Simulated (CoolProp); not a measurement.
The fluid at 293.15 K and 1.59 MPa flows at 0.17 m/s in a round tube of 50 mm bore and 0.25 µm roughness, fully developed (64/Re and Nu = 3.66 if laminar; Colebrook and Gnielinski if turbulent). The same conditions are run with several fluids, on thermodynamics alone (safety and materials aside).

Computed with CoolProp (reference Helmholtz-energy equation of state of each fluid (R407C: Lemmon 2003; benzene: Thol 2012; R507A: Lemmon 2003; R152A: Outcalt 1996; n-pentane: Thol 2019)). Blends and air are pseudo-pure fits.

| fluid | Reynolds number | Darcy friction factor | pressure drop (Pa/m) | heat-transfer coefficient (W/(m² K)) | mass flow (kg/h) |
|---|---|---|---|---|---|
| R407C | 60600 | 0.0200 | 6.73 | 447 | 1400 |
| benzene | 11400 | 0.0298 | 7.59 | 266 | 1060 |
| R507A | 65600 | 0.0197 | 6.13 | 389 | 1290 |
| R152A | 44700 | 0.0214 | 5.67 | 425 | 1100 |
| n-pentane | 27600 | 0.0240 | 4.35 | 350 | 755 |

Transport values come from each fluid's own correlations; those of R152A, n-pentane are estimates that may be off by 10 % or more.
